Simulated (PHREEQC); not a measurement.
Solution (80 °C): 0.0022 mol HCl, 0.00088 mol Li2SO4 and 0.00026 mol MgSO4 per kg of water. Closed to the air; pH follows from the charge balance.

All values are PHREEQC results (ion-association model, wateq4f.dat), not measurements.

This is a speciation only: nothing precipitates in the calculation.

Task: Predict the pH, ionic strength.

Result: pH 2.77; ionic strength 0.00490 mol/kgw.

Task: In which forms is S present?

Result: SO4-2 62 %, HSO4- 33 %, MgSO4 5.1 % of the S.

At this temperature some constants are extrapolated from 25 °C, and those without enthalpy data are left unchanged.
